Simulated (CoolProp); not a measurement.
Vapour-liquid equilibrium of propylene (1) + 1-butene (2) at 319.7 K; x and y are mole fractions of (1).

Computed with CoolProp (multi-fluid Helmholtz-energy mixture model, Lemmon 2013 and Lemmon 2005; pair parameters Bell 2016).

Q: Give the bubble pressure and the first vapour's composition at x = 0.2, 0.275, 0.575. Is there an azeotrope?

A: x = 0.2: 784.9 kPa, y = 0.408; x = 0.275: 878.1 kPa, y = 0.508; x = 0.575: 1271 kPa, y = 0.778. No azeotrope shows between x = 0.05 and 0.95.

The pair parameters rest on a limited set of measurements; away from them the model extrapolates.
